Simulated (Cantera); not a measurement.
**Sublimation and decomposition of ceramics: SiC + Si + H2**

Input: 1 mol SiC, 0.25 mol Si, 0.071 mol H2, held at 3000 K and 0.100 bar.

Cantera equilibrium calculation (NASA polynomials, part measured and part estimated; ideal gas, pure solids and liquids). Candidate condensed phases: C, C6H6, C7H8, C8H18, Si, SiC; 87 gas species. Gases not in the tables: Si2H6 and higher silanes. Equilibrium is a limit: real reactors are often held back by kinetics, nucleation or transport.

```json
{
  "x(Si)": "0.433",
  "x(SiC2)": "0.347",
  "x(Si2C)": "0.111",
  "x(H)": "0.0705",
  "x(H2)": "0.0199",
  "x(Si2)": "0.00861",
  "x(C3)": "0.00288",
  "x(SiH)": "0.00270",
  "x(SiC)": "0.00158",
  "gas_amount": "1.221 mol",
  "log10 activity of C(graphite) (absent)": "-0.01",
  "log10 activity of Si(l) (absent)": "-0.39"
}
```
